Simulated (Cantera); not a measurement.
Charge: 1 mol SrCl2, 0.069 mol HCl, 0.64 mol N2, equilibrated at 165 Torr.

Equilibrium computed with Cantera from the NASA thermochemical tables; the gas is ideal and each condensed phase is pure. Candidate condensed phases: NH4Cl, Sr, SrCl2; 15 gas species. Rates play no part.

Q: At 1950 K, list the 7 most abundant gas species with their mole fractions, and the condensed phases.

A: N2 0.591, SrCl2 0.343, HCl 0.0608, Cl 0.00296, H2 0.00142, H 9.21e-5, SrCl 3.34e-5. Condensed: SrCl2(l).
